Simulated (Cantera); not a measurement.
Input: 1 mol MgO, 33 mol HF, 0.31 mol O₂, 2.7 mol NF₃, held at 133 Pa.

Equilibrium computed with Cantera from the NASA thermochemical tables; the gas is ideal and each condensed phase is pure. Candidate condensed phases: H₂O, Mg, MgF₂, MgO, Mg(OH)₂; 50 gas species. Equilibrium is a limit: real reactors are often held back by kinetics, nucleation or transport.

Q: At 1598 K, list the 5 most abundant gas species with their mole fractions, and the condensed phases.

A: HF 0.781, F 0.144, N₂ 0.0319, MgF₂ 0.0237, O₂ 0.0191. Condensed: gas only.
